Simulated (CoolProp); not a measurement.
Vapour-liquid equilibrium of ethanol (1) + ethylbenzene (2) at 187.55 °C; x and y are mole fractions of (1).

Model: multi-fluid Helmholtz-energy mixture model, Schroeder 2014 and Zhou 2012; pair parameters Bell 2016, in CoolProp.

| x | bubble pressure (MPa) | y at the bubble point | dew pressure at overall composition x (MPa) | liquid density (mol/L) |
|---|---|---|---|---|
| 0.05 | [?] | 0.410 | 0.3561 | 6.785 |
| 0.15 | 0.9601 | 0.644 | 0.4000 | [?] |
| 0.25 | 1.226 | 0.727 | 0.4552 | 7.392 |
| 0.35 | 1.418 | 0.771 | 0.5269 | 7.756 |
| 0.45 | 1.570 | 0.803 | 0.6240 | 8.175 |
| 0.55 | 1.704 | 0.830 | 0.7628 | 8.668 |
| 0.65 | 1.834 | 0.858 | 0.9756 | 9.258 |
| 0.75 | 1.967 | 0.890 | [?] | 9.977 |
| 0.85 | 2.106 | 0.928 | 1.797 | 10.87 |
| 0.95 | [?] | 0.973 | 2.180 | 11.98 |

Problem. Fill in the missing entries.

Solution. 
- 0.05, bubble pressure (MPa): 0.5814
- 0.15, liquid density (mol/L): 7.072
- 0.75, dew pressure at overall composition x (MPa): 1.323
- 0.95, bubble pressure (MPa): 2.250

No azeotrope shows between x = 0.05 and 0.95.

Pair parameters are fitted to limited data, so mixtures are less certain than the pure fluids. With so large a gap from Raoult's law the liquid may split in two, which this calculation doesn't test in full.
